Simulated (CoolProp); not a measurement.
A simple Rankine cycle with n-perfluorohexane: condensing at 299.15 K, boiler at 0.653 MPa, turbine inlet 401 K, turbine efficiency 0.85, pump efficiency 0.8, no recuperator. Each further row changes one setting.

Computed with CoolProp (reference Helmholtz-energy equation of state, Gao 2022).

```
case                             thermal efficiency (%)  net work (kJ/kg)  heat in (kJ/kg)  turbine exit temperature (K)  volume ratio over the turbine
-------------------------------  ----------------------  ----------------  ---------------  ----------------------------  -----------------------------
as stated                                          12.6              22.0              175                         368.1                           25.5
turbine inlet 421 K                                12.0              23.6              196                         388.7                           24.1
condensing temperature 291.15 K                    13.5              24.7              183                         365.0                           36.4
boiler pressure 0.457 MPa                          11.3              20.2              178                         373.8                           16.2
turbine efficiency 0.75                            11.1              19.3              175                         371.0                           25.7
```
